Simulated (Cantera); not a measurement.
Charge: 1 mol Si, 0.056 mol H₂O, 6.3 mol N₂, 0.51 mol O₂, equilibrated at 0.100 bar.

Cantera equilibrium calculation (NASA polynomials, part measured and part estimated; ideal gas, pure solids and liquids). Candidate condensed phases: H₂O, Si, SiO₂, Si₂N₂O, Si₃N₄; 35 gas species. N₂ is the only nitrogen source here; it is nearly inert below about 1500 K, so the nitride shown seldom forms there in practice. Mutual solubility and eutectic melting of coexisting phases are not modelled. The tables hold silica as quartz up to 1696 K and as liquid above; real silica turns to tridymite and cristobalite and melts near 1996 K. Kinetics and transport are ignored.

Q: Which condensed phases are stable at each of these points (T (°C)): 800, 900, 1000, 1100, 1200, 1300, 1400, 1500?

A: 
```csv
T (°C),condensed phases,Si condensed (%)
800,SiO₂(β-quartz) + Si₂N₂O(s),100.0
900,SiO₂(β-quartz) + Si₂N₂O(s),100.0
1000,SiO₂(β-quartz) + Si₂N₂O(s),100.0
1100,SiO₂(β-quartz) + Si₂N₂O(s),100.0
1200,SiO₂(β-quartz) + Si₂N₂O(s),100.0
1300,SiO₂(β-quartz) + Si₂N₂O(s),99.8
1400,SiO₂(β-quartz) + Si₂N₂O(s),98.2
1500,SiO₂(condensed) + Si₂N₂O(s),85.8
```

From 800 °C to 1400 °C the condensed part is SiO₂(β-quartz) + Si₂N₂O(s). At 1500 °C the condensed part is SiO₂(condensed) + Si₂N₂O(s).
